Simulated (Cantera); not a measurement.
Charge: 1 mol MgSO4, 1.7 mol H2, 0.026 mol CO2, held at 1523.15 K and 1.00 Torr.

These are equilibrium values from Cantera (NASA tables, ideal gas, pure condensed phases), not measurements of a reactor. Candidate condensed phases: C, C6H6, C7H8, C8H18, H2O, H2SO4, Mg, MgCO3, MgO, Mg(OH)2, MgS, MgSO4, S; 130 gas species. The numbers say what is thermodynamically allowed, not how fast it happens.

Base state: H2O 0.534, SO2 0.299, H2 0.109, S2 0.0324, SO 0.0121, CO2 0.00637, CO 0.00350, H2S 0.00234 (mole fractions); condensed: MgO(s).

Problem. What changes in the equilibrium state with this change: temperature from 1523.15 K to 1800 K?

Solution. 
```tsv
species	before	after
H2O	0.534	0.463
SO2	0.299	0.306
H2	0.109	0.162
SO	0.0121	0.0395
S2	0.0324	0.00978
Mg	2.78e-7	0.000165
O	5.20e-8	1.40e-5
O2	1.18e-7	1.77e-5
OH	3.16e-5	0.000744
H	0.000210	0.00395
MgO(s), mol	1.000	1.000
```

Problem. What changes in the equilibrium state with this change: H2 from 1.7 to 5.1 mol?

Solution. 
| species | before | after |
|---|---|---|
| H2O | 0.534 | 0.478 |
| H2 | 0.109 | 0.406 |
| S2 | 0.0324 | 0.0657 |
| SO2 | 0.299 | 0.0247 |
| H2S | 0.00234 | 0.0124 |
| SO | 0.0121 | 0.00414 |
| CO2 | 0.00637 | 0.00139 |
| SH | 0.00106 | 0.00290 |
| OH | 3.16e-5 | 1.47e-5 |
| S2O | 0.000397 | 0.000194 |
| MgO(s), mol | 1.000 | 1.000 |

Problem. What changes in the equilibrium state with this change: H2 from 1.7 to 4.3 mol?

Solution. 
```json
[
 {"species": "H2O", "before": "0.534", "after": "0.521"},
 {"species": "H2", "before": "0.109", "after": "0.341"},
 {"species": "S2", "before": "0.0324", "after": "0.0701"},
 {"species": "SO2", "before": "0.299", "after": "0.0431"},
 {"species": "H2S", "before": "0.00234", "after": "0.0107"},
 {"species": "SO", "before": "0.0121", "after": "0.00557"},
 {"species": "CO2", "before": "0.00637", "after": "0.00192"},
 {"species": "SH", "before": "0.00106", "after": "0.00274"},
 {"species": "OH", "before": "3.16e-5", "after": "1.75e-5"},
 {"species": "H", "before": "0.000210", "after": "0.000370"},
 {"species": "MgO(s), mol", "before": "1.000", "after": "1.000"}
]
```
